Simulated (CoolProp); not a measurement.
Cyclohexane at several states: density (kg/m³) from the reference equation and from simpler models built on Tc = 553.6 K, pc = 40.81 bar, ω = 0.209; each cubic takes its own stable root.

Computed with CoolProp (reference Helmholtz-energy equation of state, Zhou 2014).

```json
[
 {"T (K)": "596.5", "p (bar)": "205", "phase": "supercritical", "reference": "513.1", "Redlich-Kwong": "488.1", "Soave-Redlich-Kwong": "481.1", "Peng-Robinson": "532.2"},
 {"T (K)": "336.3", "p (bar)": "2.62", "phase": "liquid", "reference": "737.3", "Redlich-Kwong": "673.3", "Soave-Redlich-Kwong": "689.3", "Peng-Robinson": "778.3"},
 {"T (K)": "447.9", "p (bar)": "2.51", "phase": "gas", "reference": "5.925", "Redlich-Kwong": "5.904", "Soave-Redlich-Kwong": "5.919", "Peng-Robinson": "5.937"},
 {"T (K)": "530.2", "p (bar)": "11.7", "phase": "gas", "reference": "25.48", "Redlich-Kwong": "25.39", "Soave-Redlich-Kwong": "25.46", "Peng-Robinson": "25.78"}
]
```
